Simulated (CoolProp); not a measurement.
The fluid at 307.6 K and 8.33 MPa is throttled through a valve to 5.36 MPa with no heat exchange. The same conditions are run with several fluids, on thermodynamics alone (safety and materials aside).

Computed with CoolProp (reference Helmholtz-energy equation of state of each fluid (nitrogen: Span 2000; carbon monoxide: Lemmon 2006; carbon dioxide: Span 1996; dry air: Lemmon 2000; oxygen: Schmidt 1985)). Blends and air are pseudo-pure fits.

Problem. Rank nitrogen, carbon monoxide, carbon dioxide, dry air, oxygen by temperature change (K), highest first.

Solution. nitrogen (-4.6), dry air (-5.0), carbon monoxide (-5.3), oxygen (-6.5), carbon dioxide (-17.3)

| fluid | final phase | final density (kg/m³) |
|---|---|---|
| nitrogen | supercritical | 59.7 |
| carbon monoxide | supercritical | 60.2 |
| carbon dioxide | two-phase, vapour fraction 0.374 | 341 |
| dry air | supercritical | 62.2 |
| oxygen | supercritical | 70.5 |

Above 300 K oxygen's equation is extrapolated.
